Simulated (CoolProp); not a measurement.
Properties of carbon dioxide along the isobar 0.101 MPa (Tc = 304.1 K, pc = 7.377 MPa, ω = 0.224).

The numbers come from the reference Helmholtz-energy equation of state, Span 1996 in CoolProp.

```csv
T (K),phase,density (kg/m³),cp (kJ/(kg K)),expansivity (1/kK),conductivity (mW/(m K)),fugacity coefficient
226.5,gas,2.390,0.7855,4.605,11.4,0.9876
247.1,gas,2.184,0.8025,4.174,12.8,0.9907
267.7,gas,2.011,0.8216,3.825,14.3,0.9929
288.2,gas,1.865,0.8413,3.535,15.9,0.9944
308.8,gas,1.739,0.8610,3.287,(withheld),0.9955
329.4,gas,1.629,(withheld),3.073,19.1,0.9964
349.9,gas,1.532,0.8990,2.887,20.7,0.9971
370.5,gas,1.446,0.9171,2.722,(withheld),0.9976
391.1,gas,1.370,0.9345,2.575,24.0,0.9980
411.6,gas,1.301,0.9511,2.444,25.7,0.9984
432.2,gas,1.239,(withheld),2.326,27.3,0.9986
452.7,gas,1.182,0.9824,2.219,29.0,0.9989
```

Q: What belongs in the gaps?

A: 
- 308.8, conductivity (mW/(m K)): 17.5
- 329.4, cp (kJ/(kg K)): 0.8803
- 370.5, conductivity (mW/(m K)): 22.3
- 432.2, cp (kJ/(kg K)): 0.9671

Thermal conductivity comes from a separate model (Huber 2016).
